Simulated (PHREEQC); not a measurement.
A solution holds 0.0091 mol Mg(NO3)2 and 0.00074 mol H2SO4 per kg of water, at 25 °C. Closed to the air; pH follows from the charge balance.

Equilibrium calculation in PHREEQC: ion-association model, phreeqc.dat.

This is a speciation only: nothing precipitates in the calculation.

Order these S species by the share of S that they hold, largest first: HSO4-, MgSO4, SO4-2.

SO4-2 (59 %), MgSO4 (36 %), HSO4- (4.6 %)

The pH is 2.90 and the ionic strength 0.0284 mol/kgw.
